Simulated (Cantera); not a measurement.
An isothermal, constant-pressure homogeneous reactor starts with CH4 : N2 = 1 : 160 (molar parts), at 1125 K and 2200 Pa. Integrator tolerance rtol = 1e-08.

Computed with Cantera and GRI-Mech 3.0 (53 species, 325 reactions). GRI-Mech 3.0 stops at C3 and has no aromatics, soot or wall deposition, so with more carbon than oxygen in the feed, carbon stays in small species such as C2H2 where larger ones or solid carbon would form. Radical loss at walls, strong at low pressure, is not modelled.

Task: What does this change do: temperature 1125 to 1350 K?

Result: 
| quantity | before | after |
|---|---|---|
| x(CH4) at 100 s | 0.00621 (gas-phase equilibrium 6.31e-5) | 0.00421 (gas-phase equilibrium 1.37e-6) |
| x(HCN) at 100 s | <1e-12 (gas-phase equilibrium 0.00550) | 4.09e-9 (gas-phase equilibrium 0.00580) |
| x(CH3) at 100 s | 9.80e-8 (gas-phase equilibrium 3.68e-9) | 1.00e-5 (gas-phase equilibrium 4.57e-9) |
| x(C2H4) at 100 s | 1.53e-8 (gas-phase equilibrium 2.56e-6) | 3.55e-5 (gas-phase equilibrium 5.69e-8) |
| x(C2H) at 100 s | <1e-12 (gas-phase equilibrium <1e-12) | 7.88e-11 (gas-phase equilibrium 2.10e-11) |
| x(H2) at 100 s | 1.65e-7 (gas-phase equilibrium 0.00916) | 0.00294 (gas-phase equilibrium 0.00926) |
| x(C2H2) at 100 s | 1.78e-10 (gas-phase equilibrium 0.000303) | 0.000953 (gas-phase equilibrium 0.000187) |
